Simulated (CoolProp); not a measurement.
Vapour-liquid equilibrium of ethanol (1) + hexamethyldisiloxane (MM) (2) at 0.52 MPa; x and y are mole fractions of (1).

Computed with CoolProp (multi-fluid Helmholtz-energy mixture model, Schroeder 2014 and Thol 2016; pair parameters Bell 2016).

```tsv
x	bubble temperature, mixture model (K)	bubble temperature, Raoult's law (K)	y, mixture model	y, Raoult's law
0.05	431.0	437.6	___	0.134
0.2	413.7	426.9	0.497	0.415
0.35	406.8	419.2	___	0.598
0.5	403.3	413.3	0.684	0.730
0.65	401.3	408.4	0.749	0.831
0.8	400.0	404.3	0.829	0.912
0.95	___	400.8	0.949	0.980
```

Problem. Fill in the missing entries.

Solution. 
- 0.05, y, mixture model: 0.205
- 0.35, y, mixture model: 0.613
- 0.95, bubble temperature, mixture model (K): 399.7

The largest gap from Raoult's law is -13.2 K in bubble temperature, at x = 0.2. y crosses x between x = 0.8 and 0.95: the model has an azeotrope there.

The pair parameters rest on a limited set of measurements; away from them the model extrapolates.
